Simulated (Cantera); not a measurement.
Mixture: CH4 : O2 : N2 : H2O = 1 : 0.909 : 3.42 : 0.49 (molar parts), at 1400000 Pa, adiabatic and at constant pressure. Ignition delay is the time to a rise of 400 K.

Cantera simulation using GRI-Mech 3.0 (53 species, 325 reactions); the numbers are that mechanism's predictions, not measurements. The pressure lies above the range GRI-Mech 3.0 was tuned for (to about 10 atm).

### Question
What does this change do: H2O 0.49 to 0.22 parts?

### Answer
```json
[
 {"quantity": "delay at 1175 K", "before": "6.76 ms", "after": "6.72 ms"},
 {"quantity": "delay at 1275 K", "before": "2.23 ms", "after": "2.14 ms"},
 {"quantity": "delay at 1375 K", "before": "0.807 ms", "after": "0.752 ms"},
 {"quantity": "delay at 1475 K", "before": "0.308 ms", "after": "0.281 ms"},
 {"quantity": "apparent activation energy between 1425 and 1525 K", "before": "170 kJ/mol", "after": "170 kJ/mol"}
]
```
